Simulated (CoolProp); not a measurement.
Vapour-liquid equilibrium of toluene (1) + n-dodecane (2) at 182 kPa; x and y are mole fractions of (1).

The numbers come from the multi-fluid Helmholtz-energy mixture model, Lemmon 2006 and Lemmon 2004; pair parameters Bell 2016 in CoolProp.

| x | bubble temperature (K) | y at the bubble point | dew temperature at overall composition x (K) | liquid density (mol/L) |
|---|---|---|---|---|
| 0.05 | 505.5 | 0.220 | 513.5 | 3.493 |
| 0.125 | 490.2 | 0.482 | 510.1 | 3.738 |
| 0.2 | 475.9 | 0.662 | [?] | 3.994 |
| 0.275 | 463.3 | 0.779 | 502.6 | [?] |
| 0.35 | 452.5 | 0.853 | 498.4 | [?] |
| 0.425 | 443.5 | 0.901 | 493.9 | 4.831 |
| 0.5 | 435.9 | [?] | 488.9 | 5.143 |
| 0.575 | [?] | 0.953 | 483.4 | 5.478 |
| 0.65 | 424.0 | 0.968 | [?] | 5.844 |
| 0.725 | 419.2 | 0.978 | 469.6 | 6.247 |
| 0.8 | 415.0 | 0.986 | [?] | 6.696 |
| 0.875 | 411.3 | 0.992 | 448.7 | 7.202 |
| 0.95 | 407.8 | 0.997 | 430.4 | [?] |

Q: Fill in the missing entries.

A: 
- 0.2, dew temperature at overall composition x (K): 506.4
- 0.275, liquid density (mol/L): 4.261
- 0.35, liquid density (mol/L): 4.539
- 0.5, y at the bubble point: 0.932
- 0.575, bubble temperature (K): 429.5
- 0.65, dew temperature at overall composition x (K): 477.0
- 0.8, dew temperature at overall composition x (K): 460.6
- 0.95, liquid density (mol/L): 7.776

No azeotrope shows between x = 0.05 and 0.95.

Pair parameters are fitted to limited data, so mixtures are less certain than the pure fluids.
